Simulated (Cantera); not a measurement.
An isothermal, constant-pressure homogeneous reactor starts with 37.0 % C2H6, 63.0 % N2, at 1048 K and 20.0 Torr.

Detailed kinetics in Cantera: GRI-Mech 3.0 (53 species, 325 reactions). GRI-Mech 3.0 stops at C3 and has no aromatics, soot or wall deposition, so with more carbon than oxygen in the feed, carbon stays in small species such as C2H2 where larger ones or solid carbon would form. Radical loss at walls, strong at low pressure, is not modelled.

x: mole fraction; the columns are a selection and need not sum to one.

```json
[
 {"t (s)": "4.00e-6", "x C2H6": "0.370", "x C2H4": "<1e-12", "x HCN": "<1e-12", "x C2H": "<1e-12", "x CH3": "6.08e-9", "x C2H2": "<1e-12", "x H2": "<1e-12"},
 {"t (s)": "1.32e-5", "x C2H6": "0.370", "x C2H4": "<1e-12", "x HCN": "<1e-12", "x C2H": "<1e-12", "x CH3": "2.00e-8", "x C2H2": "<1e-12", "x H2": "1.62e-12"},
 {"t (s)": "4.35e-5", "x C2H6": "0.370", "x C2H4": "2.70e-11", "x HCN": "<1e-12", "x C2H": "<1e-12", "x CH3": "6.50e-8", "x C2H2": "<1e-12", "x H2": "2.53e-11"},
 {"t (s)": "0.000143", "x C2H6": "0.370", "x C2H4": "9.40e-10", "x HCN": "<1e-12", "x C2H": "<1e-12", "x CH3": "2.06e-7", "x C2H2": "<1e-12", "x H2": "8.67e-10"},
 {"t (s)": "0.000473", "x C2H6": "0.370", "x C2H4": "3.13e-8", "x HCN": "<1e-12", "x C2H": "<1e-12", "x CH3": "5.95e-7", "x C2H2": "<1e-12", "x H2": "3.04e-8"},
 {"t (s)": "0.00156", "x C2H6": "0.370", "x C2H4": "___", "x HCN": "<1e-12", "x C2H": "<1e-12", "x CH3": "___", "x C2H2": "<1e-12", "x H2": "___"},
 {"t (s)": "0.00514", "x C2H6": "0.370", "x C2H4": "___", "x HCN": "<1e-12", "x C2H": "<1e-12", "x CH3": "___", "x C2H2": "5.96e-11", "x H2": "___"},
 {"t (s)": "0.0169", "x C2H6": "0.370", "x C2H4": "0.000280", "x HCN": "<1e-12", "x C2H": "<1e-12", "x CH3": "2.47e-6", "x C2H2": "1.12e-8", "x H2": "0.000278"},
 {"t (s)": "0.0558", "x C2H6": "0.366", "x C2H4": "0.00281", "x HCN": "<1e-12", "x C2H": "<1e-12", "x CH3": "6.42e-6", "x C2H2": "1.17e-6", "x H2": "0.00276"},
 {"t (s)": "0.184", "x C2H6": "0.348", "x C2H4": "0.0155", "x HCN": "<1e-12", "x C2H": "<1e-12", "x CH3": "8.21e-6", "x C2H2": "3.38e-5", "x H2": "0.0151"},
 {"t (s)": "0.607", "x C2H6": "0.293", "x C2H4": "0.0540", "x HCN": "<1e-12", "x C2H": "<1e-12", "x CH3": "7.45e-6", "x C2H2": "0.000331", "x H2": "0.0529"},
 {"t (s)": "2.00", "x C2H6": "0.165", "x C2H4": "0.142", "x HCN": "<1e-12", "x C2H": "<1e-12", "x CH3": "5.66e-6", "x C2H2": "0.00193", "x H2": "0.140"}
]
```

**Question.** Fill in the missing entries.

**Answer.** 
- 0.00156, x C2H4: 9.17e-7
- 0.00156, x CH3: 1.33e-6
- 0.00156, x H2: 9.08e-7
- 0.00514, x C2H4: 1.97e-5
- 0.00514, x CH3: 1.83e-6
- 0.00514, x H2: 1.96e-5
